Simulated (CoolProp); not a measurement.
R114 along the isotherm 440.8 K: fugacity coefficient from the reference equation and from simpler models built on Tc = 420.6 K, pc = 3352 kPa, ω = 0.252; each cubic takes its own stable root.

The numbers come from the reference Helmholtz-energy equation of state, Platzer 1990 in CoolProp. This equation is an older, rougher fit; its heat capacities, sound speeds and derivatives of the liquid may be far off and weren't checked against measurements.

```json
[
 {"p (kPa)": "1400", "phase": "gas", "reference": "0.8813", "van der Waals": "0.8903", "Peng-Robinson": "…"},
 {"p (kPa)": "2800", "phase": "gas", "reference": "0.7650", "van der Waals": "0.7802", "Peng-Robinson": "0.7460"},
 {"p (kPa)": "4200", "phase": "supercritical", "reference": "0.6466", "van der Waals": "0.6576", "Peng-Robinson": "0.6277"},
 {"p (kPa)": "5600", "phase": "supercritical", "reference": "0.5356", "van der Waals": "0.5496", "Peng-Robinson": "0.5226"},
 {"p (kPa)": "7000", "phase": "supercritical", "reference": "0.4621", "van der Waals": "0.4831", "Peng-Robinson": "0.4518"},
 {"p (kPa)": "8400", "phase": "supercritical", "reference": "0.4127", "van der Waals": "…", "Peng-Robinson": "0.4036"},
 {"p (kPa)": "9800", "phase": "supercritical", "reference": "0.3778", "van der Waals": "0.4098", "Peng-Robinson": "0.3690"},
 {"p (kPa)": "11200", "phase": "supercritical", "reference": "…", "van der Waals": "0.3890", "Peng-Robinson": "…"},
 {"p (kPa)": "12600", "phase": "supercritical", "reference": "0.3331", "van der Waals": "0.3742", "Peng-Robinson": "0.3239"},
 {"p (kPa)": "14000", "phase": "supercritical", "reference": "0.3185", "van der Waals": "0.3639", "Peng-Robinson": "0.3086"},
 {"p (kPa)": "15400", "phase": "supercritical", "reference": "0.3073", "van der Waals": "0.3569", "Peng-Robinson": "0.2967"},
 {"p (kPa)": "16800", "phase": "supercritical", "reference": "…", "van der Waals": "0.3525", "Peng-Robinson": "0.2872"},
 {"p (kPa)": "18200", "phase": "supercritical", "reference": "0.2919", "van der Waals": "0.3502", "Peng-Robinson": "…"},
 {"p (kPa)": "19600", "phase": "supercritical", "reference": "0.2869", "van der Waals": "0.3496", "Peng-Robinson": "…"},
 {"p (kPa)": "21000", "phase": "supercritical", "reference": "0.2833", "van der Waals": "0.3506", "Peng-Robinson": "…"}
]
```

Problem. Fill in the missing entries.

Solution. 
- 1400, Peng-Robinson: 0.8686
- 8400, van der Waals: 0.4396
- 11200, reference: 0.3523
- 11200, Peng-Robinson: 0.3434
- 16800, reference: 0.2986
- 18200, Peng-Robinson: 0.2796
- 19600, Peng-Robinson: 0.2735
- 21000, Peng-Robinson: 0.2688
